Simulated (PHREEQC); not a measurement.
**Alkaline etch or developer**

Dissolve 0.0063 mol NaOH per kg of water at 25 °C. Closed to the air; pH follows from the charge balance.

All values are PHREEQC results (ion-association model, wateq4f.dat), not measurements.

| Property | Value |
|---|---|
| pH | 11.76 |
| ionic strength | 0.00630 mol/kgw |
| total alkalinity | 6.30 meq/kg |

| species | molality | activity | log γ |
|---|---|---|---|
| OH- | 0.00630 | 0.00578 | -0.037 |
| Na+ | 0.00630 | 0.00580 | -0.036 |

No solid was allowed to form.
